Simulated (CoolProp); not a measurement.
Properties of nitrogen along the isobar 0.101 MPa.

The numbers come from the reference Helmholtz-energy equation of state, Span 2000 in CoolProp.

| T (°C) | phase | speed of sound (m/s) | conductivity (mW/(m K)) | Prandtl number | fugacity coefficient |
|---|---|---|---|---|---|
| -192.35 | gas | 179.3 | 7.52 | 0.838 | 0.9639 |
| -178.05 | gas | ___ | 8.91 | 0.803 | 0.9775 |
| -163.75 | gas | 211.5 | 10.3 | ___ | 0.9850 |
| -149.45 | gas | 225.5 | ___ | 0.770 | 0.9896 |
| -135.15 | gas | 238.6 | 12.9 | ___ | 0.9925 |
| -120.95 | gas | 250.9 | ___ | ___ | 0.9945 |
| -106.65 | gas | ___ | 15.5 | 0.748 | 0.9959 |
| -92.35 | gas | 273.8 | 16.7 | ___ | 0.9969 |

Some entries are withheld; supply them.


- -178.05, speed of sound (m/s): 196.2
- -163.75, Prandtl number: 0.783
- -149.45, conductivity (mW/(m K)): 11.6
- -135.15, Prandtl number: 0.761
- -120.95, conductivity (mW/(m K)): 14.2
- -120.95, Prandtl number: 0.754
- -106.65, speed of sound (m/s): 262.6
- -92.35, Prandtl number: 0.743

Viscosity comes from a separate model (Lemmon 2004). Thermal conductivity comes from a separate model (Lemmon 2004).
